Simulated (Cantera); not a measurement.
A Cantera script and its output.

```python
import numpy as np
import cantera as ct

gas = ct.Solution("gri30.yaml")
gas.TPX = 1525, 420000, {'CH4': 1, 'H2O': 1}
reactor = ct.IdealGasConstPressureReactor(gas, energy="off", clone=False)
net = ct.ReactorNet([reactor])
net.rtol, net.atol = 1e-08, 1e-18
show = ['CH4', 'H2O', 'O2', 'H', 'C2H', 'HCO', 'C2H6']
times = np.geomspace(0.0002, 300, 12)

steps = ct.SolutionArray(gas, extra=["t"])
rows = []
print(f"{'t/s':>10s}{'T/K':>9s}{'P/Pa':>11s}" + "".join(f"{s:>11s}" for s in show))
for t in times:
    while net.time < t:
        t_next = net.step()
        steps.append(gas.state, t=t_next)
    rows.append([np.interp(t, steps.t, y) for y in (steps.T, steps.P, *steps(*show).X.T)])
    print(f"{t:10.3e}{rows[-1][0]:9.1f}{rows[-1][1]:11.4g}" + "".join(f"{x:11.3e}" for x in rows[-1][2:]))
rate = np.gradient(steps.T, steps.t)
print("integrator steps:", len(steps.t))
if steps.T.max() > steps.T[0] + 200:
    print(f"time of steepest temperature rise: {steps.t[rate.argmax()]:.4e} s")
gas.TPX = 1525, 420000, {'CH4': 1, 'H2O': 1}
gas.equilibrate("TP")
print(f"equilibrium (TP): T = {gas.T:.1f} K  " + "  ".join(f"{s} {gas[s].X[0]:.3e}" for s in show))
```

Output:

```
       t/s      T/K       P/Pa        CH4        H2O         O2          H        C2H        HCO       C2H6
 2.000e-04   1525.0    4.2e+05  4.991e-01  4.999e-01  2.880e-14  5.872e-08  9.850e-15  7.252e-12  3.070e-04
 7.286e-04   1525.0    4.2e+05  4.966e-01  4.997e-01  2.130e-13  1.035e-07  4.975e-13  5.730e-11  1.101e-03
 2.654e-03   1525.0    4.2e+05  4.854e-01  4.977e-01  1.647e-12  3.346e-07  2.725e-11  2.959e-10  2.240e-03
 9.670e-03   1525.0    4.2e+05  4.434e-01  4.850e-01  4.554e-12  1.117e-06  4.360e-10  3.115e-10  1.655e-03
 3.523e-02   1525.0    4.2e+05  3.450e-01  4.506e-01  1.768e-12  2.737e-06  1.634e-09  2.267e-10  7.193e-04
 1.283e-01   1525.0    4.2e+05  2.122e-01  4.020e-01  6.041e-13  5.205e-06  2.974e-09  3.200e-10  3.129e-04
 4.675e-01   1525.0    4.2e+05  1.623e-01  3.538e-01  4.430e-13  6.984e-06  3.149e-09  1.031e-09  2.710e-04
 1.703e+00   1525.0    4.2e+05  1.625e-01  2.807e-01  2.875e-13  7.502e-06  1.878e-09  2.822e-09  2.338e-04
 6.205e+00   1525.0    4.2e+05  1.434e-01  1.902e-01  1.379e-13  8.213e-06  7.705e-10  5.936e-09  1.516e-04
 2.260e+01   1525.0    4.2e+05  1.047e-01  1.146e-01  5.008e-14  8.897e-06  2.376e-10  9.279e-09  6.919e-05
 8.235e+01   1525.0    4.2e+05  6.399e-02  6.292e-02  1.413e-14  9.410e-06  6.074e-11  1.191e-08  2.324e-05
 3.000e+02   1525.0    4.2e+05  3.315e-02  3.085e-02  3.135e-15  9.741e-06  1.288e-11  1.367e-08  5.838e-06
integrator steps: 1926
equilibrium (TP): T = 1525.0 K  CH4 2.559e-03  H2O 2.284e-03  O2 1.561e-17  H 1.004e-05  C2H 6.236e-14  HCO 1.531e-08  C2H6 3.280e-08
```

Model: GRI-Mech 3.0 (53 species, 325 reactions), integrated in Cantera.
